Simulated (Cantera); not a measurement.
Input: 1 mol CH4, 1 mol NH3, equilibrated at 54.0 Pa.

Cantera equilibrium calculation (NASA polynomials, part measured and part estimated; ideal gas, pure solids and liquids). Candidate condensed phases: C, C6H6, C7H8, C8H18; 92 gas species. Equilibrium is a limit: real reactors are often held back by kinetics, nucleation or transport.

log p: log10 of the partial pressure in bar; n: condensed amount in mol.

| T (°C) | log p H | log p H2 | log p N2 | log p C | log p C3 | log p CN | log p HCN | n C(graphite) |
|---|---|---|---|---|---|---|---|---|
| 2225 | -3.49 | -3.78 | -4.36 | -6.79 | -6.32 | -6.17 | -5.22 | 0.861 |
| 2300 | -3.43 | … | -4.40 | … | … | … | -5.24 | 0.803 |
| 2375 | -3.39 | -4.11 | -4.43 | -5.94 | -5.36 | -5.70 | -5.27 | 0.660 |
| 2450 | -3.37 | … | -4.47 | … | … | … | … | … |
| 2525 | -3.35 | -4.53 | -4.49 | -5.28 | -4.77 | -5.36 | -5.46 | 0 |
| 2600 | -3.34 | -4.73 | -4.50 | -5.07 | -4.81 | -5.30 | -5.64 | 0 |
| 2675 | -3.34 | -4.93 | -4.51 | -4.89 | -4.87 | -5.25 | -5.83 | 0 |
| 2750 | -3.34 | -5.13 | -4.52 | -4.72 | -4.96 | -5.21 | -6.03 | 0 |

**Question.** Some entries are withheld; supply them.

**Answer.** 
- 2300, log p H2: -3.93
- 2300, log p C: -6.36
- 2300, log p C3: -5.82
- 2300, log p CN: -5.93
- 2450, log p H2: -4.32
- 2450, log p C: -5.56
- 2450, log p C3: -4.92
- 2450, log p CN: -5.48
- 2450, log p HCN: -5.32
- 2450, n C(graphite): 0.281
